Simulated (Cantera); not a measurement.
Input: 1 mol Si, 3.1 mol HCl, held at 202 °C.

Cantera equilibrium calculation (NASA polynomials, part measured and part estimated; ideal gas, pure solids and liquids). Candidate condensed phases: Si; 19 gas species. Kinetics and transport are ignored.

Problem. What share of the Si ends up in condensed phases as a function of P (Pa), at 1, 6.80, 46, 320, 2200, 15000, 100000?

Solution. 
```csv
P (Pa),Si condensed (%),as
1,22.0,Si(s)
6.80,21.7,Si(s)
46,21.3,Si(s)
320,20.6,Si(s)
2200,19.5,Si(s)
15000,17.9,Si(s)
100000,15.6,Si(s)
```
